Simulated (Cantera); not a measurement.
An isothermal plug-flow reactor at 1298 K and 0.820 bar (inlet), inlet velocity 1.4 m/s, active area per volume 130 1/m; feed 0.351 % CH4, 3.03 % O2, 95.7 % N2, 0.885 % H2O, equivalence ratio 0.23.

Cantera simulation using Deutschmann's 1995 Pt surface mechanism with GRI-Mech 3.0 gas chemistry; the numbers are that mechanism's predictions, not measurements. Catalytic surfaces can have several steady states; this one follows from the mechanism file's or the stated starting coverage. Mass transfer to the wall is taken as infinitely fast.

Predict: x(CH4) at z = 0.0084 m; x(O2) at z = 0.0084 m; x(H2O) at z = 0.0084 m; x(CO2) at z = 0.0084 m; x(CO) at z = 0.0084 m; θ(free Pt) at the exit; θ(O*) at the exit.


| Property | Value |
|---|---|
| x(CH4) at z = 0.0084 m | 0.00122 |
| x(O2) at z = 0.0084 m | 0.0261 |
| x(H2O) at z = 0.0084 m | 0.0131 |
| x(CO2) at z = 0.0084 m | 0.00203 |
| x(CO) at z = 0.0084 m | 4.60e-6 |
| θ(free Pt) at the exit | 0.637 |
| θ(O*) at the exit | 0.362 |
